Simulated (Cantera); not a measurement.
Charge: 1 mol Ti(OiPr)4, 0.11 mol CH4, 56 mol H2, at 10.0 mbar.

Equilibrium computed with Cantera from the NASA thermochemical tables; the gas is ideal and each condensed phase is pure. Candidate condensed phases: C, C6H6, C7H8, C8H18, H2O, Ti, TiC, TiO, TiO2, Ti2O3, Ti3O5, Ti4O7; 113 gas species. The feed counts by its element totals alone. TiC: taken at fixed stoichiometry. Equilibrium is a limit: real reactors are often held back by kinetics, nucleation or transport. All values below are at 1748 K.

Base state: H2 0.944, CO 0.0538, H 0.00222, C2H2 (acetylene) 0.000107 (mole fractions); condensed: C(graphite) + TiC(s).

Task: What changes in the equilibrium state with this change: pressure from 10.0 mbar to 58.0 mbar?

Result: 
```tsv
species	before	after
H2	0.944	0.945
CO	0.0538	0.0539
H	0.00222	0.000922
CH4	8.19e-6	4.76e-5
C2H2 (acetylene)	0.000107	0.000107
C(graphite), mol	7.09	7.09
TiC(s), mol	1.00	1.00
```
